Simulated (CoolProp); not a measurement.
Saturated liquid density (kg/m³) of methane: the reference equation beside estimates from Tc = 190.6 K, pc = 4.599 MPa, ω = 0.011. Rackett uses Z = 0.29056 − 0.08775 ω.

Computed with CoolProp (reference Helmholtz-energy equation of state, Setzmann 1991).

| T (K) | reference | Rackett | van der Waals | Redlich-Kwong |
|---|---|---|---|---|
| 102.5 | 435.4 | 434.6 | 298.7 | 442.3 |
| 108.2 | 427.4 | 426.5 | 293.2 | 433.1 |
| 113.9 | 419.1 | 418.1 | 287.5 | 423.3 |
| 119.6 | 410.5 | 409.5 | 281.5 | 413.0 |
| 125.3 | 401.6 | 400.6 | 275.3 | 402.1 |
| 131 | 392.4 | 391.2 | 268.7 | 390.5 |
| 136.6 | 382.9 | 381.7 | 261.8 | 378.3 |
| 142.3 | 372.7 | 371.5 | 254.5 | 365.1 |
| 148 | 361.9 | 360.7 | 246.6 | 351.0 |
| 153.7 | 350.3 | 349.1 | 238.1 | 335.7 |
| 159.4 | 337.7 | 336.7 | 228.9 | 319.1 |
| 165.1 | 323.8 | 323.0 | 218.7 | 300.8 |
| 170.8 | 308.2 | 307.7 | 207.3 | 280.4 |
| 176.5 | 289.7 | 289.7 | 194.1 | 256.9 |
| 182.1 | 266.9 | 267.6 | 178.2 | 229.0 |

Absolute difference from the reference over all 15 rows, mean and median: Rackett 0.2 and 0.2 %, van der Waals 32.0 and 31.7 %, Redlich-Kwong 4.2 and 2.0 %.
